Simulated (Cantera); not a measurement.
Input: 1 mol AlN, 75 mol H₂, 12 mol N₂, held at 1330 Pa.

Cantera equilibrium calculation (NASA polynomials, part measured and part estimated; ideal gas, pure solids and liquids). Candidate condensed phases: Al, AlN; 13 gas species. Kinetics and transport are ignored.

Which condensed phases are stable at each of these points (T (K)): 1125, 1225, 1325, 1425, 1525, 1625, 1725, 1825, 1925, 2025?


```csv
T (K),condensed phases,Al condensed (%)
1125,AlN(s),100.0
1225,AlN(s),100.0
1325,AlN(s),100.0
1425,AlN(s),100.0
1525,AlN(s),100.0
1625,AlN(s),99.9
1725,AlN(s),99.2
1825,AlN(s),91.4
1925,AlN(s),25.6
2025,gas only,0.0
```

From 1125 K to 1925 K the condensed part is AlN(s). At 2025 K nothing is condensed.
